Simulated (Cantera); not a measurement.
Feed: 1 mol c-C₄F₈, 0.35 mol H₂, at 0.0140 bar.

Method: chemical equilibrium by Gibbs-energy minimisation in Cantera with the NASA 1993 tables (ideal gas, pure condensed phases). Candidate condensed phases: C, C₆H₆, C₇H₈, C₈H₁₈; 110 gas species. Ions and electrons are included (thermal ionisation). The feed counts by its element totals alone. Kinetics and transport are ignored. All values below are at 2977 °C.

Base state: F 0.693, C₃ 0.0915, CF 0.0912, HF 0.0692, C 0.0230, C₂ 0.0138, CF₂ 0.00919, H 0.00692 (mole fractions); condensed: gas only.

**Question.** What changes in the equilibrium state with this change: H₂ from 0.35 to 0.17 mol?

**Answer.** 
| species | before | after |
|---|---|---|
| F | 0.693 | 0.728 |
| CF | 0.0912 | 0.0955 |
| C₃ | 0.0915 | 0.0908 |
| HF | 0.0692 | 0.0340 |
| CF₂ | 0.00919 | 0.0101 |
| C₂ | 0.0138 | 0.0137 |
| C | 0.0230 | 0.0229 |
| C₂H | 0.000100 | 4.66e-5 |
| H | 0.00692 | 0.00324 |
| C₅ | 0.00168 | 0.00166 |
| C₄ | 0.000424 | 0.000420 |

**Question.** What changes in the equilibrium state with this change: H₂ from 0.35 to 3.1 mol?

**Answer.** 
```csv
species,before,after
HF,0.0692,0.451
F,0.693,0.258
H,0.00692,0.121
CF,0.0912,0.0340
C₃,0.0915,0.0912
C₂,0.0138,0.0138
C,0.0230,0.0229
H₂,6.50e-6,0.00199
C₂H₂ (acetylene),3.95e-7,0.000120
CH,2.13e-6,3.72e-5
C₂H,0.000100,0.00175
CF₂,0.00919,0.00128
```

**Question.** What changes in the equilibrium state with this change: H₂ from 0.35 to 0.093 mol?

**Answer.** 
```json
[
 {"species": "F", "before": "0.693", "after": "0.742"},
 {"species": "CF", "before": "0.0912", "after": "0.0974"},
 {"species": "C₃", "before": "0.0915", "after": "0.0905"},
 {"species": "HF", "before": "0.0692", "after": "0.0187"},
 {"species": "CF₂", "before": "0.00919", "after": "0.0105"},
 {"species": "C₂", "before": "0.0138", "after": "0.0137"},
 {"species": "C", "before": "0.0230", "after": "0.0229"},
 {"species": "C₂H", "before": "0.000100", "after": "2.51e-5"},
 {"species": "H", "before": "0.00692", "after": "0.00174"}
]
```
